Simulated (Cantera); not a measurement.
Input (Python, Cantera) and output of one run.

```python
import numpy as np
import cantera as ct

gas_names = """
    C CO CO2 C2 C2O C3 C3O2 C4 C5 O O2 O3 Pb PbO Pb2
""".split()
cond_names = """
    C(gr) Pb(cr) Pb(L) PbO(rd) PbO(yw) PbO(L) PbO2(s) Pb3O4(s)
""".split()


# ... load() reads the species with a 1 bar reference pressure and builds the phases ...
atoms = {
    'Pb': {'Pb': 1},
    'O2': {'O': 2},
    'CO': {'C': 1, 'O': 1},
}
top_T = {'C(gr)': 4500, 'Pb3O4(s)': 820}  # K; cautious upper limits of use, not melting points


# ... equilibrate(T, P, feed) seeds the gas with the atoms and calls Mixture.equilibrate('TP', solver="vcs", rtol=1e-11, max_steps=5000) ...
results = []
P = 1000  # Pa
for T in [973, 1048, 1123, 1198, 1273, 1348, 1423, 1498, 1573, 1648, 1723]:
    for m in [1.6, 2.7, 4.4, 7.1, 12, 19, 31, 51, 83]:
        feed = {'Pb': 1, 'O2': 0.04, 'CO': m}  # mol
        mix = equilibrate(T, P, feed)
        results.append((T, P, feed, dict(zip(mix.species_names, mix.species_moles))))

for T, P, feed, n in results:
    print(f"{T:7g} {feed['CO']:10.4g}  " + (" + ".join(c for c in cond_names if n.get(c, 0) > 1e-12) or "gas only"))
```

It prints:

```
    973        1.6  Pb(L)
    973        2.7  Pb(L)
    973        4.4  Pb(L)
    973        7.1  Pb(L)
    973         12  C(gr) + Pb(L)
    973         19  C(gr) + Pb(L)
    973         31  C(gr) + Pb(L)
    973         51  C(gr) + Pb(L)
    973         83  C(gr) + Pb(L)
   1048        1.6  Pb(L)
   1048        2.7  Pb(L)
   1048        4.4  Pb(L)
   1048        7.1  Pb(L)
   1048         12  Pb(L)
   1048         19  Pb(L)
   1048         31  Pb(L)
   1048         51  C(gr) + Pb(L)
   1048         83  C(gr) + Pb(L)
   1123        1.6  Pb(L)
   1123        2.7  Pb(L)
   1123        4.4  Pb(L)
   1123        7.1  Pb(L)
   1123         12  Pb(L)
   1123         19  Pb(L)
   1123         31  Pb(L)
   1123         51  Pb(L)
   1123         83  gas only
   1198        1.6  Pb(L)
   1198        2.7  Pb(L)
   1198        4.4  Pb(L)
   1198        7.1  Pb(L)
   1198         12  Pb(L)
   1198         19  gas only
   1198         31  gas only
   1198         51  gas only
   1198         83  gas only
   1273        1.6  Pb(L)
   1273        2.7  Pb(L)
   1273        4.4  Pb(L)
   1273        7.1  gas only
   1273         12  gas only
   1273         19  gas only
   1273         31  gas only
   1273         51  gas only
   1273         83  gas only
   1348        1.6  gas only
   1348        2.7  gas only
   1348        4.4  gas only
   1348        7.1  gas only
   1348         12  gas only
   1348         19  gas only
   1348         31  gas only
   1348         51  gas only
   1348         83  gas only
   1423        1.6  gas only
   1423        2.7  gas only
   1423        4.4  gas only
   1423        7.1  gas only
   1423         12  gas only
   1423         19  gas only
   1423         31  gas only
   1423         51  gas only
   1423         83  gas only
   1498        1.6  gas only
   1498        2.7  gas only
   1498        4.4  gas only
   1498        7.1  gas only
   1498         12  gas only
   1498         19  gas only
   1498         31  gas only
   1498         51  gas only
   1498         83  gas only
   1573        1.6  gas only
   1573        2.7  gas only
   1573        4.4  gas only
   1573        7.1  gas only
   1573         12  gas only
   1573         19  gas only
   1573         31  gas only
   1573         51  gas only
   1573         83  gas only
   1648        1.6  gas only
   1648        2.7  gas only
   1648        4.4  gas only
   1648        7.1  gas only
   1648         12  gas only
   1648         19  gas only
   1648         31  gas only
   1648         51  gas only
   1648         83  gas only
   1723        1.6  gas only
   1723        2.7  gas only
   1723        4.4  gas only
   1723        7.1  gas only
   1723         12  gas only
   1723         19  gas only
   1723         31  gas only
   1723         51  gas only
   1723         83  gas only
```

These are equilibrium values from Cantera (NASA tables, ideal gas, pure condensed phases), not measurements of a reactor.
